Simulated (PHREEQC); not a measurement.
A solution holds 0.00089 mol Fe(NO3)3 per kg of water, at 25 °C. Closed to the air; pH follows from the charge balance.

All values are PHREEQC results (ion-association model, phreeqc.dat), not measurements.

Precipitation was switched off in this run.

### Question
Predict the pH.

### Answer
pH 3.04.

### Question
In which forms is Fe present?

### Answer
FeOH+2 65 %, Fe(OH)2+ 20 %, Fe+3 12 %, Fe2(OH)2+4 3.4 % of the Fe.

Examples of supersaturated solids here: Hematite (slow to form), Goethite (slow to form). Others may be too.
